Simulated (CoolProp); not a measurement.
R507A along the isotherm 269.3 K: fugacity coefficient from the reference equation and from simpler models built on Tc = 343.8 K, pc = 37.05 bar, ω = 0.286; each cubic takes its own stable root.

Model: reference Helmholtz-energy equation of state, Lemmon 2003, in CoolProp. It is a pseudo-pure fit of the blend.

| p (bar) | phase | reference | van der Waals | Redlich-Kwong | Soave-Redlich-Kwong | Peng-Robinson |
|---|---|---|---|---|---|---|
| 14.2 | liquid | 0.3504 | 0.7459 | 0.4875 | 0.3625 | 0.3547 |
| 21.4 | liquid | 0.2389 | 0.5186 | 0.3343 | 0.2482 | 0.2419 |
| 28.5 | liquid | 0.1842 | 0.4075 | 0.2592 | 0.1921 | 0.1866 |
| 35.6 | liquid | 0.1514 | 0.3412 | 0.2142 | 0.1586 | 0.1535 |
| 42.7 | liquid | 0.1296 | 0.2974 | 0.1843 | 0.1363 | 0.1314 |
| 49.9 | liquid | 0.1139 | 0.2661 | 0.1629 | 0.1202 | 0.1155 |
| 57 | liquid | 0.1024 | 0.2433 | 0.1471 | 0.1084 | 0.1039 |
| 64.1 | liquid | 0.09343 | 0.2259 | 0.1349 | 0.09936 | 0.09484 |
| 71.2 | liquid | 0.08633 | 0.2123 | 0.1253 | 0.09215 | 0.08766 |
| 78.4 | liquid | 0.08049 | 0.2013 | 0.1174 | 0.08624 | 0.08176 |
| 85.5 | liquid | 0.07575 | 0.1926 | 0.1110 | 0.08144 | 0.07695 |
| 92.6 | liquid | 0.07177 | 0.1855 | 0.1056 | 0.07744 | 0.07293 |
